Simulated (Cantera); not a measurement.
Feed: 1 mol Si, 18 mol NH₃, 110 mol N₂, equilibrated at 452 °C and 0.100 bar.

Equilibrium computed with Cantera from the NASA thermochemical tables; the gas is ideal and each condensed phase is pure. Candidate condensed phases: Si, Si₃N₄; 18 gas species. Rates play no part.

Base state: N₂ 0.814, H₂ 0.186, NH₃ 4.95e-5 (mole fractions); condensed: Si₃N₄(s).

What changes in the equilibrium state with this change: Si replaced by Al?


```
species         before    after
-------------  -------  -------
N₂               0.814    0.814
H₂               0.186    0.186
NH₃            4.95e-5  4.94e-5
Si₃N₄(s), mol    0.333        0
AlN(s), mol          0     1.00
```
Further candidate phases: Al, AlN.

What changes in the equilibrium state with this change: Si replaced by Pb?


```json
[
 {"species": "N₂", "before": "0.814", "after": "0.815"},
 {"species": "H₂", "before": "0.186", "after": "0.185"},
 {"species": "NH₃", "before": "4.95e-5", "after": "4.92e-5"},
 {"species": "Si₃N₄(s), mol", "before": "0.333", "after": "0"},
 {"species": "Pb(l), mol", "before": "0", "after": "1.000"}
]
```
Further candidate phases: Pb.
